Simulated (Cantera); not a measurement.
Charge: 1 mol MgO, 0.024 mol C, 1.2 mol H2, 0.012 mol H2S, at 293 Torr.

These are equilibrium values from Cantera (NASA tables, ideal gas, pure condensed phases), not measurements of a reactor. Candidate condensed phases: C, C6H6, C7H8, C8H18, H2O, H2SO4, Mg, MgCO3, MgO, Mg(OH)2, MgS, MgSO4, S; 155 gas species. Ions and electrons are included (thermal ionisation). Rates play no part.

Problem. What share of the Mg ends up in condensed phases as a function of T (K), at 3000, 3500, 4000, 4500, 5000?

Solution. 
```tsv
T (K)	Mg condensed (%)	as
3000	6.2	MgO(s)
3500	0.0	-
4000	0.0	-
4500	0.0	-
5000	0.0	-
```
